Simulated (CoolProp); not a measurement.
CH3F (R41) along the isobar 28.2 MPa: fugacity coefficient from the reference equation and from simpler models built on Tc = 317.3 K, pc = 5.906 MPa, ω = 0.200; each cubic takes its own stable root.

The numbers come from the reference Helmholtz-energy equation of state, Lemmon 2006 in CoolProp. It is a short technical equation, of lower accuracy than the large ones.

| T (K) | phase | reference | van der Waals | Peng-Robinson |
|---|---|---|---|---|
| 305.1 | liquid | 0.1768 | 0.2877 | 0.1970 |
| 317.1 | liquid | 0.2124 | 0.3170 | 0.2364 |
| 329.1 | supercritical | 0.2501 | 0.3463 | 0.2779 |
| 341.1 | supercritical | 0.2895 | 0.3757 | 0.3209 |
| 353 | supercritical | 0.3296 | 0.4045 | 0.3642 |
| 365 | supercritical | 0.3704 | 0.4332 | 0.4078 |
| 377 | supercritical | 0.4111 | 0.4615 | 0.4507 |
| 389 | supercritical | 0.4510 | 0.4891 | 0.4925 |
| 401 | supercritical | 0.4899 | 0.5160 | 0.5328 |
| 413 | supercritical | 0.5272 | 0.5421 | 0.5712 |
| 425 | supercritical | 0.5628 | 0.5674 | 0.6075 |
